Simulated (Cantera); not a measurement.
# Thermodynamics of oxide etching and cleaning by halides, feed MgO + Cl2 + N2

Charge: 1 mol MgO, 44 mol Cl2, 0.59 mol N2, equilibrated at 1825 K.

Method: chemical equilibrium by Gibbs-energy minimisation in Cantera with the NASA 1993 tables (ideal gas, pure condensed phases). Candidate condensed phases: Mg, MgCl2, MgO; 18 gas species. Equilibrium is a limit: real reactors are often held back by kinetics, nucleation or transport.

| P (Pa) | log p Cl | log p Cl2 | log p MgCl2 | log p N2 | log p O2 |
|---|---|---|---|---|---|
| 1 | -5.01 | -9.12 | -6.96 | -7.18 | -7.39 |
| 10 | -4.01 | -7.12 | -5.95 | -6.18 | -6.29 |
| 100 | -3.01 | -5.13 | -4.94 | -5.17 | -5.26 |
| 1000 | -2.04 | -3.18 | -3.92 | -4.15 | -4.23 |
| 10000 | -1.19 | -1.49 | -2.82 | -3.05 | -3.14 |
| 100000 | -0.54 | -0.17 | -1.72 | -1.95 | -2.04 |
log p: log10 of the partial pressure in bar; nothing condenses.

From 1.00 Pa to 1.00 bar nothing is condensed. The main Mg-bearing gas is MgCl2 throughout.
